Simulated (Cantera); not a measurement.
A perfectly stirred reactor is fed with C₂H₄ : O₂ : N₂ : H₂O = 1 : 1.88 : 7.05 : 0.3 (molar parts), at 3750 Torr; it is adiabatic with a 475 K inlet, and is followed from long to short residence time, starting on the burning branch (τ in s: 0.12, 0.055, 0.025, 0.011, 0.0051, 0.0023, 0.0011, 0.00048, 0.00022, 9.8e-05).

Computed with Cantera and GRI-Mech 3.0 (53 species, 325 reactions). GRI-Mech 3.0 was tuned for natural gas; its chemistry of ethylene as a main component is partial and can be far from experiment.

What does this change do: O2 1.88 to 1.2 parts?


```
quantity                                                                          before                                after
------------------------------------------------  --------------------------------------  -----------------------------------
blow-out, bracketed by the residence times tried  burning at 98.0 µs, the shortest tried  burning at 0.220 ms, out at 98.0 µs
x(C₂H₄) at τ = 0.120 s                                                           1.30e-6                              0.00175
x(O₂) at τ = 0.120 s                                                             1.90e-5                              0.00101
x(H₂O) at τ = 0.120 s                                                              0.134                               0.0957
x(NO) at τ = 0.120 s                                                             8.75e-5                              9.36e-9
x(N₂O) at τ = 0.120 s                                                            7.24e-9                              1.88e-9
x(C₂H₄) at τ = 2.30 ms                                                           3.42e-5                              0.00852
x(O₂) at τ = 2.30 ms                                                            0.000428                              0.00750
x(H₂O) at τ = 2.30 ms                                                              0.135                               0.0959
x(NO) at τ = 2.30 ms                                                            0.000233                              1.87e-8
x(N₂O) at τ = 2.30 ms                                                            7.39e-8                              1.78e-8
```
